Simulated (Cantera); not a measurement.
Charge: 1 mol B2H6, 0.25 mol O2, 2.8 mol H2, held at 940 Pa.

Equilibrium computed with Cantera from the NASA thermochemical tables; the gas is ideal and each condensed phase is pure. Candidate condensed phases: B, B2O3, B3O3H3, H2O; 23 gas species. The feed counts by its element totals alone. Mutual solubility and eutectic melting of coexisting phases are not modelled. The numbers say what is thermodynamically allowed, not how fast it happens.

Task: What share of the B ends up in condensed phases as a function of T (°C), at 950, 1025, 1100, 1175, 1250, 1325, 1400, 1475, 1550, 1625, 1700, 1775?

Result: 
```tsv
T (°C)	B condensed (%)	as
950	99.1	B(s) + B2O3(l)
1025	98.5	B(s) + B2O3(l)
1100	96.5	B(s) + B2O3(l)
1175	90.7	B(s) + B2O3(l)
1250	76.2	B(s)
1325	75.8	B(s)
1400	75.4	B(s)
1475	75.2	B(s)
1550	75.1	B(s)
1625	75.0	B(s)
1700	74.9	B(s)
1775	74.8	B(s)
```
